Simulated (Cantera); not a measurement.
Input (Python, Cantera):

```python
import numpy as np
import cantera as ct

surf = ct.Interface("ptcombust.yaml", "Pt_surf")
gas = surf.adjacent["gas"]
gas.TPX = 300, 9700, {'CH4': 0.018, 'O2': 0.17, 'N2': 0.79}
jet = ct.ImpingingJet(gas=gas, width=0.026, surface=surf)
jet.inlet.mdot, jet.inlet.T, jet.inlet.X = 0.068, 300, {'CH4': 0.018, 'O2': 0.17, 'N2': 0.79}
jet.set_refine_criteria(ratio=10, slope=0.2, curve=0.3)
show, cover = ['CH4', 'O2', 'H2O', 'OH', 'CO', 'CO2'], ["PT(S)", "H(S)", "O(S)", "OH(S)", "CO(S)", "C(S)"]

rows = []
print(f"{'Ts/K':>7s}" + "".join(f"{s:>11s}" for s in show + cover) + "   (gas at the wall, coverages)")
for i, Ts in enumerate([850, 900, 950, 1000, 1050]):
    jet.surface.T = Ts
    if i == 0:
        surf.TP = Ts, 9700
        surf.coverages = "PT(S):0.5, O(S):0.5"
        surf.advance_coverages(1.0)
        jet.set_initial_guess(products="inlet")
    jet.solve(loglevel=0, auto=(i == 0))
    rows.append([*(jet.X[gas.species_index(s), -1] for s in show), *surf[cover].coverages])
    print(f"{Ts:7g}" + "".join(f"{x:11.3e}" for x in rows[-1]))
```

Result:

```
   Ts/K        CH4         O2        H2O         OH         CO        CO2      PT(S)       H(S)       O(S)      OH(S)      CO(S)       C(S)   (gas at the wall, coverages)
    850  1.647e-02  1.697e-01  3.628e-03  4.148e-09  4.058e-06  2.359e-03  1.204e-01  9.927e-09  8.791e-01  5.118e-04  5.485e-06  1.402e-08
    900  1.446e-02  1.654e-01  7.381e-03  1.819e-08  5.100e-06  4.809e-03  1.764e-01  3.568e-08  8.230e-01  6.809e-04  5.273e-06  1.877e-08
    950  1.203e-02  1.602e-01  1.188e-02  6.318e-08  5.842e-06  7.757e-03  2.386e-01  9.875e-08  7.606e-01  7.877e-04  4.428e-06  2.120e-08
   1000  9.696e-03  1.553e-01  1.619e-02  1.810e-07  6.340e-06  1.058e-02  3.042e-01  2.249e-07  6.949e-01  8.252e-04  3.424e-06  2.141e-08
   1050  7.755e-03  1.512e-01  1.975e-02  4.534e-07  6.704e-06  1.291e-02  3.707e-01  4.446e-07  6.285e-01  8.092e-04  2.552e-06  2.031e-08
```

Detailed kinetics in Cantera: Deutschmann's 1995 Pt surface mechanism with GRI-Mech 3.0 gas chemistry. Catalytic surfaces can have several steady states; this one follows from the mechanism file's or the stated starting coverage.
